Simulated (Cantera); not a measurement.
Mixture: CO : H₂ : O₂ : N₂ : H₂O = 1 : 0.81 : 1.77 : 6.67 : 2.8 (molar parts), at 750 Torr, adiabatic and at constant volume. Ignition delay is the time to a rise of 400 K.

Model: GRI-Mech 3.0 (53 species, 325 reactions), integrated in Cantera. Where the delays flatten at high temperature, the 400 K rule measures the pace of heat release, not the induction time.

### Question
What does this change do: H2O 2.8 to 1.8 parts?

### Answer
| quantity | before | after |
|---|---|---|
| delay at 1125 K | 0.246 ms | 0.176 ms |
| delay at 1225 K | 93.3 µs | 79.5 µs |
| delay at 1325 K | 57.9 µs | 51.6 µs |
| delay at 1425 K | 43.8 µs | 39.7 µs |
| delay at 1525 K | 37.2 µs | 34.1 µs |
